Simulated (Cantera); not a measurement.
MgCO₃ + C + CO₂ (calcination and drying)

Feed: 1 mol MgCO₃, 0.63 mol C, 0.02 mol CO₂, at 1002 °C and 3.20 bar.

Method: chemical equilibrium by Gibbs-energy minimisation in Cantera with the NASA 1993 tables (ideal gas, pure condensed phases). Candidate condensed phases: C, Mg, MgCO₃, MgO; 15 gas species. Rates play no part.

x(CO): 0.764
x(CO₂): 0.236
n(MgO(s)): 1.00 mol
gas amount: 1.650 mol
log10 activity of C(graphite) (absent): -1.26
log10 activity of Mg(l) (absent): -11.35
